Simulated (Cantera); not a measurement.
Cantera with NASA thermochemical tables; ideal gases at 1 bar, condensed phases pure. Values are per mole of reaction as written; species without (g) are pure solids or liquids, kept so even where they would boil at 1 bar.

a) V + O2(g) = VO2(g)
b) 4 Li + O2(g) = 2 Li2O
c) 2 Pb + O2(g) = 2 PbO(g)
d) 1.333 B + O2(g) = 0.6667 B2O3(g)
e) 2 B + O2(g) = B2O2(g)

Q: Order these by ΔG° at 1048 K, most negative first.

A: b (-918 kJ), d (-531 kJ), e (-483 kJ), a (-260 kJ), c (6 kJ)
